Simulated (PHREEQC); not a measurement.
Solution (25 °C): 3.6 mol/kgw LiCl, 0.023 mol/kgw K2SO4 and 0.12 mol/kgw KBr. Closed to the air; pH follows from the charge balance.

Equilibrium calculation in PHREEQC: Pitzer model, pitzer.dat.

The ionic strength comes out as 3.79 mol/kgw. What activity coefficients do Cl-, Br-, K+, SO4-2, Li+ get?

Cl- 0.58, Br- 0.68, K+ 1.4, SO4-2 0.012, Li+ 3.3. Single-ion values are on the MacInnes scale.

No solid was allowed to form. Species that the database lacks are ignored.
